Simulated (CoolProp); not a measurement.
Properties of fluorine along the isobar 0.101 MPa (Tc = 144.4 K, pc = 5.240 MPa, ω = 0.045).

Computed with CoolProp (reference Helmholtz-energy equation of state, de Reuck 1990).

| T (K) | phase | density (kg/m³) | cv (kJ/(kg K)) | Joule-Thomson coefficient (K/MPa) | fugacity coefficient |
|---|---|---|---|---|---|
| 91.4 | gas | 5.192 | 0.5646 | 21.82 | 0.9733 |
| 104 | gas | 4.519 | 0.5583 | 16.38 | 0.9823 |
| 116.6 | gas | 4.008 | 0.5549 | 12.76 | 0.9877 |
| 129.2 | gas | 3.605 | 0.5533 | 10.22 | 0.9911 |
| 141.9 | gas | 3.275 | 0.5530 | 8.368 | 0.9934 |
| 154.5 | gas | 3.003 | 0.5536 | 6.995 | 0.9949 |
| 167.1 | gas | 2.773 | 0.5553 | 5.942 | 0.9961 |
| 179.7 | gas | 2.577 | 0.5577 | 5.118 | 0.9969 |
| 192.3 | gas | 2.406 | 0.5609 | 4.460 | 0.9975 |
